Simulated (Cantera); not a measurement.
Cantera run, input and output.

```python
import numpy as np
import cantera as ct

gas = ct.Solution("gri30.yaml")
gas.TPX = 548, 610000, {'CO': 1, 'H2': 0.22, 'O2': 0.847, 'N2': 3.19}
flame = ct.FreeFlame(gas, width=0.011)
flame.set_refine_criteria(ratio=3, slope=0.08, curve=0.16)
flame.transport_model = "mixture-averaged"
flame.solve(loglevel=0, auto=True)
flame.transport_model = "multicomponent"
flame.soret_enabled = False
flame.solve(loglevel=0, refine_grid=True)
z, T = flame.grid, flame.T
thick = (T[-1] - T[0]) / np.gradient(T, z).max()
show = ['CO', 'H2', 'O2', 'O', 'NO', 'HO2']
print(f"laminar burning velocity  {flame.velocity[0] * 100:.3f} cm/s")
print(f"burnt temperature         {T[-1]:.1f} K")
print(f"thermal thickness         {thick * 1e3:.4f} mm")
print(f"grid points               {len(z)}")
z0 = z[flame.heat_release_rate.argmax()]
print(f"{'z/mm':>9s}{'T/K':>9s}{'u/(m/s)':>9s}" + "".join(f"{s:>11s}" for s in show))
rows = []
for k in (-3, -2, -1.5, -1, -0.5, -0.25, 0, 0.25, 0.5, 1, 2, 4, 8):
    zz = z0 + k * thick
    rows.append([k * thick, np.interp(zz, z, T), np.interp(zz, z, flame.velocity),
                 *(np.interp(zz, z, flame.X[gas.species_index(s)]) for s in show)])
    print(f"{rows[-1][0] * 1e3:9.3f}{rows[-1][1]:9.1f}{rows[-1][2]:9.3f}" + "".join(f"{x:11.3e}" for x in rows[-1][3:]))
```

It prints:

```
laminar burning velocity  73.624 cm/s
burnt temperature         2320.5 K
thermal thickness         0.1068 mm
grid points               123
     z/mm      T/K  u/(m/s)         CO         H2         O2          O         NO        HO2
   -0.320    548.0    0.736  1.903e-01  4.136e-02  1.612e-01  9.609e-14  1.219e-11  1.326e-08
   -0.214    548.4    0.735  1.906e-01  4.003e-02  1.614e-01  1.608e-11  2.067e-10  2.204e-07
   -0.160    550.2    0.736  1.909e-01  3.801e-02  1.617e-01  4.068e-10  1.329e-09  1.384e-06
   -0.107    561.7    0.749  1.913e-01  3.336e-02  1.621e-01  1.303e-08  1.087e-08  1.055e-05
   -0.053    693.9    0.915  1.857e-01  2.213e-02  1.583e-01  3.251e-06  2.993e-07  1.794e-04
   -0.027   1009.7    1.313  1.643e-01  1.323e-02  1.432e-01  2.254e-04  2.355e-06  4.007e-04
    0.000   1430.2    1.821  1.221e-01  5.061e-03  1.142e-01  2.721e-03  7.389e-06  1.686e-04
    0.027   1716.7    2.141  8.186e-02  1.880e-03  8.965e-02  5.435e-03  1.549e-05  7.593e-05
    0.053   1883.8    2.318  5.683e-02  1.411e-03  7.675e-02  5.762e-03  2.433e-05  4.338e-05
    0.107   2055.0    2.495  3.476e-02  1.165e-03  6.639e-02  4.402e-03  3.996e-05  2.064e-05
    0.214   2184.5    2.628  2.080e-02  7.381e-04  6.031e-02  2.447e-03  6.415e-05  9.082e-06
    0.427   2264.3    2.709  1.184e-02  4.133e-04  5.659e-02  1.256e-03  9.848e-05  4.801e-06
    0.854   2307.2    2.751  6.750e-03  2.404e-04  5.450e-02  7.049e-04  1.458e-04  3.515e-06
```

Cantera simulation using GRI-Mech 3.0 (53 species, 325 reactions); the numbers are that mechanism's predictions, not measurements. The hydrogen kinetics of GRI-Mech 3.0 are dated; newer H2 mechanisms differ, most at raised pressure. Burning velocities carry a grid error of a few per cent, more on coarse grids.
